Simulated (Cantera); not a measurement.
Pyrogenic steam for wet oxidation

An isothermal, constant-pressure homogeneous reactor starts with H₂ : O₂ : N₂ = 0.88 : 1 : 0.69 (molar parts), at 1175 K and 0.810 bar.

Detailed kinetics in Cantera: GRI-Mech 3.0 (53 species, 325 reactions). The temperature is held fixed by assumption; the heat of reaction is taken as removed at once.

```
t (s)         x H₂   x O₂    x H₂O₂     x NO       x O
--------  --------  -----  --------  -------  --------
7.00e-6      0.342  0.389  2.56e-10   <1e-12   6.31e-8
1.90e-5      0.342  0.389   1.16e-7   <1e-12   4.39e-5
5.15e-5     0.0217  0.268   4.23e-5  1.50e-6   0.00238
0.000140   0.00593  0.265   2.47e-5  1.45e-6  0.000151
0.000378   0.00313  0.264   1.99e-5  1.25e-6   2.72e-5
0.00103    0.00165  0.263   9.18e-6  1.03e-6   8.83e-6
0.00278   0.000624  0.263   2.15e-6  8.31e-7   2.35e-6
0.00755   0.000156  0.263   2.39e-7  7.04e-7   3.69e-7
0.0205     2.09e-5  0.263   1.96e-8  8.16e-7   4.73e-8
0.0555     4.97e-7  0.263   5.44e-9  1.25e-6   1.28e-8
0.150      7.02e-9  0.263   3.96e-9  1.50e-6   9.16e-9
0.408      6.74e-9  0.263   3.66e-9  1.51e-6   8.45e-9
1.11       6.74e-9  0.263   3.64e-9  1.51e-6   8.38e-9
3.00       6.73e-9  0.263   3.64e-9  1.51e-6   8.38e-9
```
x: mole fraction; the columns are a selection and need not sum to one.

Equilibrium at this temperature and pressure: H₂ 6.74e-9, O₂ 0.263, H₂O₂ 3.63e-9, NO 0.000116, O 8.37e-9 (gas phase only).
